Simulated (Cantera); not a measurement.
A perfectly stirred reactor is fed with 26.2 % CO, 5.24 % H2, 3.15 % CH4, 13.8 % O2, 51.6 % N2, equivalence ratio 1.6, at 1000000 Pa; it is adiabatic with a 675 K inlet, and is followed from long to short residence time, starting on the burning branch (τ in s: 0.067, 0.027, 0.011, 0.0043, 0.0017, 0.00069, 0.00028, 0.00011, 4.4e-05, 1.8e-05, 7.1e-06).

Computed with Cantera and GRI-Mech 3.0 (53 species, 325 reactions).

Task: Predict: blow-out, bracketed by the residence times tried; x(CO) at τ = 67.0 ms; x(H2) at τ = 67.0 ms; x(CH4) at τ = 67.0 ms; x(CH2O) at τ = 67.0 ms; x(NO2) at τ = 67.0 ms; x(CO) at τ = 0.690 ms; x(H2) at τ = 0.690 ms; x(CH4) at τ = 0.690 ms; x(CH2O) at τ = 0.690 ms; x(NO2) at τ = 0.690 ms.

Result: 
| Property | Value |
|---|---|
| blow-out, bracketed by the residence times tried | burning at 7.10 µs, the shortest tried |
| x(CO) at τ = 67.0 ms | 0.161 |
| x(H2) at τ = 67.0 ms | 0.0179 |
| x(CH4) at τ = 67.0 ms | 7.10e-7 |
| x(CH2O) at τ = 67.0 ms | 6.99e-8 |
| x(NO2) at τ = 67.0 ms | 2.34e-8 |
| x(CO) at τ = 0.690 ms | 0.162 |
| x(H2) at τ = 0.690 ms | 0.0180 |
| x(CH4) at τ = 0.690 ms | 1.60e-5 |
| x(CH2O) at τ = 0.690 ms | 1.89e-6 |
| x(NO2) at τ = 0.690 ms | 6.08e-8 |
